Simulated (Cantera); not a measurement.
Mixture: CH4 : C2H6 : O2 : N2 = 1 : 0.077 : 3.78 : 12.1 (molar parts), at 4.50 bar, adiabatic and at constant volume. Ignition delay is the time to a rise of 400 K.

Model: GRI-Mech 3.0 (53 species, 325 reactions), integrated in Cantera.

Predict: delay at 1225 K; delay at 1375 K; delay at 1525 K; delay at 1675 K; delay at 1825 K; apparent activation energy between 1750 and 1900 K.


| Quantity | Result |
|---|---|
| delay at 1225 K | 1.37 ms |
| delay at 1375 K | 0.276 ms |
| delay at 1525 K | 69.4 µs |
| delay at 1675 K | 21.9 µs |
| delay at 1825 K | 8.85 µs |
| apparent activation energy between 1750 and 1900 K | 150 kJ/mol |
